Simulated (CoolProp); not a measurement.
Model: reference Helmholtz-energy equation of state, McLinden 2015, in CoolProp.

Question: Give the vapour pressure (bar), liquid density (kg/m³), enthalpy of vaporisation (kJ/kg), vapour Z of saturated the fluoroketone C6F12O (FK-5-1-12) at -13.85, 37.55 °C.

Answer: 
```tsv
T (°C)	p (bar)	liquid density (kg/m³)	enthalpy of vaporisation (kJ/kg)	vapour Z
-13.85	0.0573	1710	105	0.992
37.55	0.667	1560	91.3	0.952
```
